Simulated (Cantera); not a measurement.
An isothermal, constant-pressure homogeneous reactor starts with 2.70 % C2H4, 97.3 % H2, at 1400 K and 20.0 Torr.

Model: GRI-Mech 3.0 (53 species, 325 reactions), integrated in Cantera. GRI-Mech 3.0 was tuned for natural gas; its chemistry of ethylene as a main component is partial and can be far from experiment. GRI-Mech 3.0 stops at C3 and has no aromatics, soot or wall deposition, so with more carbon than oxygen in the feed, carbon stays in small species such as C2H2 where larger ones or solid carbon would form. Radical loss at walls, strong at low pressure, is not modelled.

### Question
Predict: x(C2H4) at 20.0 s; x(H2) at 20.0 s; x(H) at 20.0 s; x(C2H6) at 20.0 s.

### Answer
```
Quantity                                              Result
-----------------  -----------------------------------------
x(C2H4) at 20.0 s  0.000543 (gas-phase equilibrium 0.000450)
x(H2) at 20.0 s          0.973 (gas-phase equilibrium 0.968)
x(H) at 20.0 s       3.34e-5 (gas-phase equilibrium 2.95e-5)
x(C2H6) at 20.0 s    1.73e-7 (gas-phase equilibrium 2.27e-7)
```
